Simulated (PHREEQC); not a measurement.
A solution holds 48 mmol/kgw AgNO3 and 0.068 mmol/kgw CuSO4, at 25 °C. Closed to the air; pH follows from the charge balance.

Computed with PHREEQC (ion-association model, wateq4f.dat).

```json
{
  "pH": "5.92",
  "ionic_strength": "0.0475 mol/kgw"
}
```

| species | molality | activity | log γ |
|---|---|---|---|
| NO3- | 0.0472 | 0.0383 | -0.091 |
| Ag+ | 0.0472 | 0.0389 | -0.084 |
| AgNO3 | 0.000756 | 0.000764 | 0.005 |
| Cu+2 | 6.69e-5 | 3.27e-5 | -0.311 |
| SO4-2 | 4.74e-5 | 2.22e-5 | -0.329 |
| AgSO4- | 2.04e-5 | 1.68e-5 | -0.084 |
| H+ | 1.42e-6 | 1.21e-6 | -0.068 |
| Cu(OH)2 | 4.57e-7 | 4.62e-7 | 0.005 |
| CuOH+ | 3.28e-7 | 2.69e-7 | -0.086 |
| CuSO4 | 1.47e-7 | 1.48e-7 | 0.005 |
| Cu2(OH)2+2 | 6.86e-8 | 3.17e-8 | -0.336 |
| AgOH | 3.17e-8 | 3.20e-8 | 0.005 |
| OH- | 1.01e-8 | 8.23e-9 | -0.089 |
| HSO4- | 3.18e-9 | 2.62e-9 | -0.084 |

No solid was allowed to form. Complexes and solids missing from the database can't appear.
